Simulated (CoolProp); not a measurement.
The fluid at 293.15 K and 0.152 MPa expands adiabatically to 0.0118 MPa with isentropic efficiency 0.8. The same conditions are run with several fluids, on thermodynamics alone (safety and materials aside).

The numbers come from the reference Helmholtz-energy equation of state of each fluid (c-C4F8 (RC318): Platzer 1990; chlorine: Thol 2021; R507A: Lemmon 2003; fluorine: de Reuck 1990; R125: Lemmon 2005) in CoolProp. The equations of Platzer and Polt are older, rougher fits. Blends and air are pseudo-pure fits.

```csv
fluid,work (kJ/kg),final temperature (K),final phase,final density (kg/m³)
c-C4F8 (RC318),22.7,260.4,gas,1.10
chlorine,53.3,199.5,"two-phase, vapour fraction 0.962",0.527
R507A,43.5,236.0,gas,0.597
fluorine,94.2,174.5,gas,0.309
R125,36.4,241.7,gas,0.707
```
